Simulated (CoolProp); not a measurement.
Vapour-liquid equilibrium of n-hexane (1) + hexamethyldisiloxane (MM) (2) at 0.527 bar; x and y are mole fractions of (1).

Computed with CoolProp (multi-fluid Helmholtz-energy mixture model, Thol 2019 and Thol 2016; pair parameters Bell 2016).

### Question
Give the bubble temperature and the first vapour's composition at x = 0.05, 0.2, 0.35. Is there an azeotrope?

### Answer
x = 0.05: 350.6 K, y = 0.110; x = 0.2: 345.3 K, y = 0.372; x = 0.35: 340.5 K, y = 0.569. No azeotrope shows between x = 0.05 and 0.95.

The pair parameters rest on a limited set of measurements; away from them the model extrapolates.
